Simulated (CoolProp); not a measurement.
Vapour-liquid equilibrium of benzene (1) + n-heptane (2) at 11.45 °C; x and y are mole fractions of (1).

The numbers come from the multi-fluid Helmholtz-energy mixture model, Thol 2012 and Span 2003; pair parameters Bell 2016 in CoolProp.

```csv
x,bubble pressure (kPa),y at the bubble point,dew pressure at overall composition x (kPa),liquid density (mol/L)
0.05,3.322,0.147,3.088,7.039
0.125,3.816,0.314,3.265,7.264
0.2,4.271,0.436,3.464,7.503
0.275,4.679,0.528,3.687,7.757
0.35,5.034,0.599,3.939,8.027
0.425,5.340,0.656,4.225,8.314
0.5,5.601,0.703,4.548,8.621
0.575,5.824,0.745,4.911,8.951
0.65,6.014,0.783,5.309,9.304
0.725,6.178,0.820,5.720,9.685
0.8,6.319,0.859,6.093,10.10
0.875,6.434,0.904,6.364,10.54
0.95,6.518,0.957,6.511,11.02
```

No azeotrope shows between x = 0.05 and 0.95.

Pair parameters are fitted to limited data, so mixtures are less certain than the pure fluids.
